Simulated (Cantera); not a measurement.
What does this Cantera script print?

```python
import numpy as np
import cantera as ct

gas = ct.Solution("gri30.yaml")
gas.TPX = 948, 34000, {'CO': 0.0058, 'O2': 0.013, 'H2O': 0.00043, 'N2': 1}
reactor = ct.IdealGasConstPressureReactor(gas, energy="off", clone=False)
net = ct.ReactorNet([reactor])
net.rtol, net.atol = 1e-08, 1e-18
show = ['CO', 'O2', 'H2O', 'N2O', 'H2O2', 'NO']
times = np.geomspace(5e-05, 70, 9)

steps = ct.SolutionArray(gas, extra=["t"])
rows = []
print(f"{'t/s':>10s}{'T/K':>9s}{'P/Pa':>11s}" + "".join(f"{s:>11s}" for s in show))
for t in times:
    while net.time < t:
        t_next = net.step()
        steps.append(gas.state, t=t_next)
    rows.append([np.interp(t, steps.t, y) for y in (steps.T, steps.P, *steps(*show).X.T)])
    print(f"{t:10.3e}{rows[-1][0]:9.1f}{rows[-1][1]:11.4g}" + "".join(f"{x:11.3e}" for x in rows[-1][2:]))
rate = np.gradient(steps.T, steps.t)
print("integrator steps:", len(steps.t))
if steps.T.max() > steps.T[0] + 200:
    print(f"time of steepest temperature rise: {steps.t[rate.argmax()]:.4e} s")
gas.TPX = 948, 34000, {'CO': 0.0058, 'O2': 0.013, 'H2O': 0.00043, 'N2': 1}
gas.equilibrate("TP")
print(f"equilibrium (TP): T = {gas.T:.1f} K  " + "  ".join(f"{s} {gas[s].X[0]:.3e}" for s in show))
```

It prints:

```
       t/s      T/K       P/Pa         CO         O2        H2O        N2O       H2O2         NO
 5.000e-05    948.0    3.4e+04  5.691e-03  1.275e-02  4.219e-04  1.060e-19  9.426e-26  2.055e-26
 2.932e-04    948.0    3.4e+04  5.691e-03  1.275e-02  4.219e-04  3.573e-18  4.364e-24  9.333e-25
 1.720e-03    948.0    3.4e+04  5.691e-03  1.275e-02  4.219e-04  1.200e-16  2.088e-21  3.663e-23
 1.009e-02    948.0    3.4e+04  5.691e-03  1.275e-02  4.219e-04  4.029e-15  1.223e-18  1.278e-21
 5.916e-02    948.0    3.4e+04  5.691e-03  1.275e-02  4.219e-04  1.276e-13  4.933e-16  4.320e-20
 3.470e-01    948.0    3.4e+04  5.691e-03  1.275e-02  4.219e-04  5.978e-12  1.707e-12  5.461e-18
 2.035e+00    948.0    3.4e+04  4.019e-03  1.192e-02  4.166e-04  1.050e-07  2.122e-08  1.382e-09
 1.194e+01    948.0    3.4e+04  3.070e-04  1.009e-02  4.224e-04  3.202e-07  1.006e-08  1.151e-08
 7.000e+01    948.0    3.4e+04  6.906e-06  9.941e-03  4.231e-04  3.560e-07  1.824e-10  1.184e-08
integrator steps: 1213
equilibrium (TP): T = 948.0 K  CO 9.319e-13  O2 9.936e-03  H2O 4.231e-04  N2O 2.370e-10  H2O2 3.433e-14  NO 4.184e-06
```

Cantera simulation using GRI-Mech 3.0 (53 species, 325 reactions); the numbers are that mechanism's predictions, not measurements.
